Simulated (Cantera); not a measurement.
**Ignition delay**

Mixture: 17.3 % H2, 17.3 % O2, 65.4 % N2, at 5.90 bar, adiabatic and at constant pressure. Ignition delay is the time to a rise of 400 K.

Computed with Cantera and GRI-Mech 3.0 (53 species, 325 reactions). The hydrogen kinetics of GRI-Mech 3.0 are dated; newer H2 mechanisms differ, most at raised pressure. Where the delays flatten at high temperature, the 400 K rule measures the pace of heat release, not the induction time.

| T0 (K) | delay (ms) |
|---|---|
| 1075 | 1.86 |
| 1125 | 0.313 |
| 1175 | 0.0285 |
| 1225 | 0.0123 |
| 1275 | 0.00775 |
| 1325 | 0.00560 |
| 1375 | 0.00434 |
| 1425 | 0.00353 |

* **apparent activation energy between 1325 and 1425 K**: 72 kJ/mol
